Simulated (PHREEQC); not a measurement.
Consider water at 20 °C with 0.0064 mol Cu(NO3)2 and 8.5e-05 mol NaHF2 per kg of water. Closed to the air; pH follows from the charge balance.

The numbers come from PHREEQC with the ion-association model, phreeqc.dat.

Precipitation was switched off in this run.

Q: Order these F species by the share of F that they hold, largest first: F-, HF, CuF+.

A: F- (87 %), HF (6.9 %), CuF+ (5.8 %)

The pH is 4.18 and the ionic strength 0.0193 mol/kgw. Species that the database lacks are ignored.
